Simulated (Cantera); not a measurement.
Charge: 1 mol MgF₂, 87 mol H₂, 0.95 mol HF, held at 1423.15 K and 23.0 Pa.

Method: chemical equilibrium by Gibbs-energy minimisation in Cantera with the NASA 1993 tables (ideal gas, pure condensed phases). Equilibrium is a limit: real reactors are often held back by kinetics, nucleation or transport.

```csv
species,before,after
H₂,0.963,0.989
HF,0.0255,0.0108
MgF₂,0.00350,0.000110
Mg,0.00721,2.98e-6
MgF,0.000446,1.61e-6
H,0.000431,2.09e-5
"MgF₂(s), mol",0,0.990
```
Gas species are given as mole fractions.

**Question.** Name the change that produced these shifts.
A. temperature from 1423.15 K to 2173.15 K
B. temperature from 1423.15 K to 1500 K
C. pressure from 23.0 Pa to 0.100 bar
D. HF from 0.95 to 2.5 mol

**Answer.** C, pressure from 23.0 Pa to 0.100 bar
